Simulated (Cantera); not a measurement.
A perfectly stirred reactor is fed with 10.4 % H2, 7.46 % O2, 82.1 % N2, at 165 Torr; it is held at 1025 K, and followed from long to short residence time.

Computed with Cantera and the H2/O2 subset of GRI-Mech 3.0, which has no nitrogen chemistry. The temperature is held fixed by assumption; the heat of reaction is taken as removed at once.

One state of this run: x H2 = 0.00154; x O2 = 0.0243; x H = 0.000182; x O = 0.000116; x HO2 = 5.58e-6; x H2O2 = 6.58e-7; x H2O = 0.108. x: mole fraction; the columns are a selection and need not sum to one.

Question: Which value of τ (s) does it belong to?
A) 0.71
B) 0.00015
C) 0.00063
D) 0.17

Answer: D, 0.17
